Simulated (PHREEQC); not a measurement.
Consider water at 10 °C and 300 atm with 0.13 mol CuCl2 per kg of water. Closed to the air; pH follows from the charge balance.

Model: ion-association model, phreeqc.dat, run in PHREEQC.

Precipitation was switched off in this run.

**Question.** What pH, activity of water does the model give?

**Answer.** pH 4.40; activity of water 0.994.

**Question.** In which forms is Cl present?

**Answer.** Cl- 96 %, CuCl+ 3.5 % of the Cl.

Under pressure, the constants of complexes without a molar volume in the database are unreliable. At this temperature some constants are extrapolated from 25 °C, and those without enthalpy data are left unchanged.
